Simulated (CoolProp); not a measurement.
Saturation properties of sulfur hexafluoride (Tc = 45.6 °C, pc = 3.755 MPa, ω = 0.210).

Model: reference Helmholtz-energy equation of state, Guder 2009, in CoolProp.

```json
[
 {"T (°C)": "-21.15", "p (MPa)": "0.6642", "liquid cp (kJ/(kg K))": "0.9342", "liquid conductivity (mW/(m K))": "68.5"},
 {"T (°C)": "-16.45", "p (MPa)": "0.7718", "liquid cp (kJ/(kg K))": "0.9536", "liquid conductivity (mW/(m K))": "67.0"},
 {"T (°C)": "-11.85", "p (MPa)": "0.8890", "liquid cp (kJ/(kg K))": "0.9742", "liquid conductivity (mW/(m K))": "65.6"},
 {"T (°C)": "-7.25", "p (MPa)": "1.019", "liquid cp (kJ/(kg K))": "0.9969", "liquid conductivity (mW/(m K))": "64.1"},
 {"T (°C)": "-2.55", "p (MPa)": "1.166", "liquid cp (kJ/(kg K))": "1.023", "liquid conductivity (mW/(m K))": "62.6"},
 {"T (°C)": "2.05", "p (MPa)": "1.324", "liquid cp (kJ/(kg K))": "1.052", "liquid conductivity (mW/(m K))": "61.0"},
 {"T (°C)": "6.65", "p (MPa)": "1.498", "liquid cp (kJ/(kg K))": "1.086", "liquid conductivity (mW/(m K))": "59.5"},
 {"T (°C)": "11.25", "p (MPa)": "1.688", "liquid cp (kJ/(kg K))": "1.127", "liquid conductivity (mW/(m K))": "57.9"}
]
```

Thermal conductivity comes from a separate model (Assael 2012).
